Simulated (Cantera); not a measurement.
A closed system holds: 1 mol SiHCl₃, 300 mol N₂, equilibrated at 650 °C and 300 Torr.

Equilibrium computed with Cantera from the NASA thermochemical tables; the gas is ideal and each condensed phase is pure. Candidate condensed phases: NH₄Cl, Si, Si₃N₄; 28 gas species. N₂ is the only nitrogen source here; it is nearly inert below about 1500 K, so the nitride shown seldom forms there in practice. The numbers say what is thermodynamically allowed, not how fast it happens.

Base state: N₂ 0.995, HCl 0.00307, SiCl₄ 0.00172, H₂ 0.000126 (mole fractions); condensed: Si₃N₄(s).

Question: What changes in the equilibrium state with this change: N₂ from 300 to 8.3 mol?

Answer: 
```
species          before    after
-------------  --------  -------
N₂                0.995    0.848
HCl             0.00307   0.0772
SiCl₄           0.00172   0.0601
H₂             0.000126   0.0143
SiHCl₃          2.54e-7  3.98e-5
Si₃N₄(s), mol     0.160    0.144
```
